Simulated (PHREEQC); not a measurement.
A solution holds 0.065 mol/kgw Na2HAsO4, 0.011 mol/kgw Cs2SO4 and 0.0025 mol/kgw Ca(NO3)2, at 60 °C. Closed to the air; pH follows from the charge balance.

All values are PHREEQC results (ion-association model, wateq4f.dat), not measurements.

This is a speciation only: nothing precipitates in the calculation.

Q: Predict the pH.

A: pH 8.63.

Q: In which forms is As present?

A: HAsO4-2 98 %, H2AsO4- 1.1 %, AsO4-3 1.0 % of the As.

At this temperature some constants are extrapolated from 25 °C, and those without enthalpy data are left unchanged. The database has no arsenate complexes of Ca.
